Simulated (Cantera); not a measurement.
# Thermodynamics of nitride etching, feed BN + H₂O

Input: 1 mol BN, 11 mol H₂O, at 100000 Pa.

Equilibrium computed with Cantera from the NASA thermochemical tables; the gas is ideal and each condensed phase is pure. Candidate condensed phases: B, BN, B₂O₃, B₃O₃H₃, H₂O; 39 gas species. Gases not in the tables: H₃BO₃. The numbers say what is thermodynamically allowed, not how fast it happens.

```csv
T (K),log p H₂O,log p H₂,log p N₂,log p (HBO₂)₃,log p HBO₂,n B₂O₃(l)
823,-0.10,-0.88,-1.36,-1.53,-6.70,0
873,-0.10,-0.88,-1.36,-1.53,-6.01,0
923,-0.10,-0.88,-1.36,-1.53,-5.40,0
973,-0.10,-0.88,-1.36,-1.64,-4.88,0.108
1023,-0.09,-0.88,-1.36,-1.74,-4.42,0.192
1073,-0.09,-0.88,-1.36,-1.84,-4.01,0.254
1123,-0.09,-0.88,-1.36,-1.93,-3.64,0.299
1173,-0.09,-0.88,-1.36,-2.02,-3.30,0.333
1223,-0.09,-0.88,-1.36,-2.10,-2.98,0.358
1273,-0.09,-0.88,-1.36,-2.18,-2.70,0.374
1323,-0.09,-0.88,-1.36,-2.25,-2.44,0.382
1373,-0.09,-0.88,-1.36,-2.32,-2.20,0.380
```
log p: log10 of the partial pressure in bar; n: condensed amount in mol.

From 823 K to 923 K nothing is condensed. From 973 K to 1373 K the condensed part is B₂O₃(l).
